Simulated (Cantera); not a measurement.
A perfectly stirred reactor is fed with 15.6 % CO, 7.48 % H₂, 1.01 % CH₄, 15.9 % O₂, 60.0 % N₂, equivalence ratio 0.85, at 500000 Pa; it is adiabatic with a 600 K inlet, and is followed from long to short residence time, starting on the burning branch (τ in s: 0.16, 0.068, 0.029, 0.013, 0.0055, 0.0024, 0.001, 0.00045, 0.00019, 8.3e-05, 3.6e-05, 1.6e-05, 6.7e-06).

Computed with Cantera and GRI-Mech 3.0 (53 species, 325 reactions).

**Question.** Predict: blow-out, bracketed by the residence times tried; x(CO) at τ = 0.160 s; x(H₂) at τ = 0.160 s; x(CH₄) at τ = 0.160 s; x(OH) at τ = 0.160 s; x(CO) at τ = 1.00 ms; x(H₂) at τ = 1.00 ms; x(CH₄) at τ = 1.00 ms; x(OH) at τ = 1.00 ms; x(CH₂CO) at τ = 1.00 ms.

**Answer.** 
```json
{
  "blow_out_bracketed_by_the_residence_times_tried": "burning at 16.0 µs, out at 6.70 µs",
  "x(CO) at τ = 0.160 s": "0.0131",
  "x(H₂) at τ = 0.160 s": "0.00128",
  "x(CH₄) at τ = 0.160 s": "3.21e-8",
  "x(OH) at τ = 0.160 s": "0.00509",
  "x(CO) at τ = 1.00 ms": "0.0219",
  "x(H₂) at τ = 1.00 ms": "0.00218",
  "x(CH₄) at τ = 1.00 ms": "3.44e-6",
  "x(OH) at τ = 1.00 ms": "0.00674",
  "x(CH₂CO) at τ = 1.00 ms": "1.95e-9"
}
```
